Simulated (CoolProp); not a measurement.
Computed with CoolProp (reference Helmholtz-energy equation of state, Aleksandrov 2011). It is a short technical equation, of lower accuracy than the large ones.

**Question.** Give the vapour pressure (MPa), liquid density (kg/m³), vapour density (kg/m³), enthalpy of vaporisation (kJ/kg) of saturated n-undecane at 418.1, 447.3 K.

**Answer.** 
```
T (K)  p (MPa)  liquid density (kg/m³)  vapour density (kg/m³)  enthalpy of vaporisation (kJ/kg)
-----  -------  ----------------------  ----------------------  --------------------------------
418.1   0.0241                     643                    1.11                               295
447.3   0.0578                     619                    2.55                               278
```
